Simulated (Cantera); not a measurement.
A perfectly stirred reactor is fed with NH3 : H2 = 1 : 2.2 (molar parts), at 0.740 bar; it is held at 1975 K, and followed from long to short residence time.

Detailed kinetics in Cantera: the gas-phase N/H chemistry of the illustrative SiF4/NH3 mechanism in the Surface Chemkin manual (1991). Walls and surfaces, which speed up NH3 decomposition in real reactors, are not modelled.

One state of this run: x NH3 = 0.155; x H2 = 0.784; x H = 0.000543; x N2H4 = 4.01e-8; x N = 5.53e-7; x N2 = 0.0599; x N2H2 = 5.49e-7. x: mole fraction; the columns are a selection and need not sum to one.

Problem. Which value of τ (s) does it belong to?
A. 0.0021
B. 0.076
C. 0.25
D. 0.85

Solution. B, 0.076
